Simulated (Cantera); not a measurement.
## Equilibrium for abatement and gas-phase synthesis: SO2 + O2 + H2

Charge: 1 mol SO2, 0.029 mol O2, 7.1 mol H2, equilibrated at 0.810 bar.

Equilibrium computed with Cantera from the NASA thermochemical tables; the gas is ideal and each condensed phase is pure. Candidate condensed phases: H2O, H2SO4, S; 19 gas species. Gases not in the tables: S3 to S7. Kinetics and transport are ignored.

From 923 K to 1523 K nothing is condensed.

```tsv
T (K)	log p H2	log p H2O	log p H2S	log p S2	log p SH
923	-0.34	-0.63	-0.94	-6.26	-6.71
973	-0.34	-0.63	-0.94	-5.74	-6.23
1023	-0.34	-0.63	-0.94	-5.27	-5.80
1073	-0.34	-0.63	-0.94	-4.84	-5.41
1123	-0.34	-0.63	-0.94	-4.45	-5.05
1173	-0.34	-0.63	-0.94	-4.09	-4.73
1223	-0.34	-0.63	-0.94	-3.77	-4.43
1273	-0.34	-0.63	-0.95	-3.47	-4.15
1323	-0.34	-0.63	-0.95	-3.19	-3.90
1373	-0.33	-0.63	-0.95	-2.94	-3.67
1423	-0.33	-0.63	-0.96	-2.72	-3.46
1473	-0.33	-0.63	-0.97	-2.51	-3.26
1523	-0.33	-0.63	-0.99	-2.34	-3.09
```
log p: log10 of the partial pressure in bar; nothing condenses.
